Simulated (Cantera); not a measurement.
Cantera run, input and output.

```python
import numpy as np
import cantera as ct

gas = ct.Solution("gri30.yaml", transport_model="multicomponent")
show = ['OH', 'CO2', 'C2H2']

rows = []
print(f"{'T/K':>7s}{'rho':>11s}{'cp':>10s}{'mu':>11s}{'lambda':>11s}{'Pr':>7s}" + "".join(f"{'D_' + s:>11s}" for s in show))
for T in [400, 550, 700, 850, 1000, 1150, 1300, 1450]:
    gas.TPX = T, 54, {'N2O': 0.9}
    Pr = gas.cp_mass * gas.viscosity / gas.thermal_conductivity
    D = [gas.mix_diff_coeffs_mole[gas.species_index(s)] for s in show]
    rows.append([gas.density, gas.cp_mass, gas.viscosity, gas.thermal_conductivity, Pr, *D])
    print(f"{T:7g}{gas.density:11.4e}{gas.cp_mass:10.1f}{gas.viscosity:11.4e}"
          f"{gas.thermal_conductivity:11.4e}{Pr:7.3f}" + "".join(f"{d:11.4e}" for d in D))
print("SI units: kg/m3, J/kg/K, Pa s, W/m/K, m2/s")
```

Result:

```
    T/K        rho        cp         mu     lambda     Pr       D_OH      D_CO2     D_C2H2
    400 7.1463e-04     970.3 1.9459e-05 2.5299e-02  0.746 7.7057e-02 3.6046e-02 3.9455e-02
    550 5.1973e-04    1073.4 2.5486e-05 3.6724e-02  0.745 1.3448e-01 6.4908e-02 7.0685e-02
    700 4.0836e-04    1150.2 3.0799e-05 4.7670e-02  0.743 2.0337e-01 1.0002e-01 1.0857e-01
    850 3.3630e-04    1209.9 3.5602e-05 5.8097e-02  0.741 2.8270e-01 1.4072e-01 1.5242e-01
   1000 2.8585e-04    1254.7 4.0022e-05 6.7878e-02  0.740 3.7173e-01 1.8654e-01 2.0175e-01
   1150 2.4857e-04    1285.1 4.4145e-05 7.6847e-02  0.738 4.6988e-01 2.3714e-01 2.5620e-01
   1300 2.1989e-04    1311.4 4.8030e-05 8.5477e-02  0.737 5.7673e-01 2.9225e-01 3.1548e-01
   1450 1.9714e-04    1334.0 5.1721e-05 9.3781e-02  0.736 6.9189e-01 3.5165e-01 3.7938e-01
SI units: kg/m3, J/kg/K, Pa s, W/m/K, m2/s
```

Cantera simulation using GRI-Mech 3.0 (53 species, 325 reactions); the numbers are that mechanism's predictions, not measurements. The composition is frozen, though it would react at the higher temperatures.
